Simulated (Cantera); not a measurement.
# S + H2O (abatement and gas-phase synthesis)

Input: 1 mol S, 9.1 mol H2O, held at 1 atm.

Equilibrium computed with Cantera from the NASA thermochemical tables; the gas is ideal and each condensed phase is pure. Candidate condensed phases: H2O, H2SO4, S; 19 gas species. Gases not in the tables: S3 to S7. Equilibrium is a limit: real reactors are often held back by kinetics, nucleation or transport.

```tsv
T (K)	x H2O	x H2	x SO2	x H	x OH	x H2S	x SO	x O2	x O	x S2
1075	0.896	0.00844	0.0310	1.34e-9	5.39e-10	0.0539	1.01e-5	<1e-12	<1e-12	0.00988
1225	0.886	0.0217	0.0333	4.56e-8	1.70e-8	0.0454	5.89e-5	<1e-12	<1e-12	0.0126
1375	0.868	0.0423	0.0387	7.01e-7	2.58e-7	0.0357	0.000240	3.88e-11	3.94e-12	0.0141
1525	0.843	0.0680	0.0466	6.13e-6	2.36e-6	0.0262	0.000747	1.05e-9	1.82e-10	0.0140
1675	0.815	0.0952	0.0557	3.56e-5	1.47e-5	0.0180	0.00186	1.72e-8	4.45e-9	0.0123
1825	0.787	0.121	0.0646	0.000152	6.93e-5	0.0117	0.00382	1.92e-7	6.70e-8	0.00934
1975	0.763	0.142	0.0718	0.000513	0.000262	0.00707	0.00663	1.61e-6	6.95e-7	0.00610
2125	0.744	0.157	0.0763	0.00143	0.000840	0.00394	0.00991	1.09e-5	5.41e-6	0.00336
2275	0.731	0.166	0.0780	0.00343	0.00236	0.00205	0.0131	6.18e-5	3.35e-5	0.00161
2425	0.719	0.169	0.0775	0.00731	0.00590	0.00104	0.0159	0.000298	0.000170	0.000724
2575	0.703	0.171	0.0754	0.0142	0.0132	0.000555	0.0184	0.00120	0.000714	0.000340
2725	0.672	0.173	0.0714	0.0258	0.0263	0.000332	0.0210	0.00388	0.00248	0.000187
2875	0.619	0.180	0.0650	0.0446	0.0460	0.000234	0.0242	0.00970	0.00708	0.000130
3025	0.540	0.191	0.0557	0.0740	0.0708	0.000193	0.0279	0.0187	0.0168	0.000115
```
x: gas mole fraction; nothing condenses.

From 1075 K to 3025 K nothing is condensed.
